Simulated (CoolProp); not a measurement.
A single-stage vapour-compression cycle with R236FA: evaporating at 236.15 K (dew point), condensing at 271.15 K (bubble point), superheat 0 K, subcooling 0 K, compressor efficiency 0.85, no pressure losses. Each further row changes one setting.

Values from CoolProp's reference Helmholtz-energy equation of state, Pan 2012.

| case | cooling COP | pressure ratio | discharge temperature (K) | refrigerating effect (kJ/kg) | volumetric capacity (kJ/m³) |
|---|---|---|---|---|---|
| as stated | 4.93 | 5.66 | 275.1 | 135 | 186 |
| evaporating temperature 241.15 K | 6.02 | 4.26 | 274.0 | 139 | 249 |
| condensing temperature 266.15 K | 5.91 | 4.57 | 270.1 | 141 | 194 |
| subcooling 5 K | 5.15 | 5.66 | 275.1 | 141 | 194 |
| superheat 10 K | 4.98 | 5.66 | 285.6 | … | … |
| compressor efficiency 0.75 | … | 5.66 | 279.6 | 135 | 186 |

What belongs in the gaps?


- superheat 10 K, refrigerating effect (kJ/kg): 143
- superheat 10 K, volumetric capacity (kJ/m³): 188
- compressor efficiency 0.75, cooling COP: 4.35
